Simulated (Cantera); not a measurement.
A closed system holds: 1 mol Al, 0.18 mol HCl, 7.1 mol H2, held at 525 °C and 0.270 bar.

Equilibrium computed with Cantera from the NASA thermochemical tables; the gas is ideal and each condensed phase is pure. Candidate condensed phases: Al, AlCl3; 12 gas species. The tables' values for AlCl2 are old estimates; treat these amounts as uncertain. Kinetics and transport are ignored.

Base state: H2 0.992, AlCl3 0.00813, Al2Cl6 6.23e-5, AlCl 4.09e-5, AlCl2 1.62e-5 (mole fractions); condensed: Al(s).

Q: What changes in the equilibrium state with this change: temperature from 525 °C to 1102 °C?

A: 
```csv
species,before,after
H2,0.992,0.976
AlCl,4.09e-5,0.0239
AlCl2,1.62e-5,0.000196
AlCl3,0.00813,2.10e-5
Al2Cl6,6.23e-5,<1e-9
HCl,1.03e-6,9.95e-5
"Al(s), mol",0.940,0
"Al(l), mol",0,0.822
```

Q: What changes in the equilibrium state with this change: temperature from 525 °C to 675 °C?

A: 
| species | before | after |
|---|---|---|
| H2 | 0.992 | 0.991 |
| AlCl3 | 0.00813 | 0.00777 |
| AlCl | 4.09e-5 | 0.00108 |
| Al2Cl6 | 6.23e-5 | 3.47e-6 |
| AlCl2 | 1.62e-5 | 0.000195 |
| HCl | 1.03e-6 | 1.15e-5 |
| Al(s), mol | 0.940 | 0 |
| Al(l), mol | 0 | 0.934 |

Q: What changes in the equilibrium state with this change: pressure from 0.270 bar to 9.90 bar?

A: 
```csv
species,before,after
H2,0.992,0.993
AlCl3,0.00813,0.00589
Al2Cl6,6.23e-5,0.00120
AlCl,4.09e-5,3.33e-6
AlCl2,1.62e-5,3.93e-6
"Al(s), mol",0.940,0.940
```
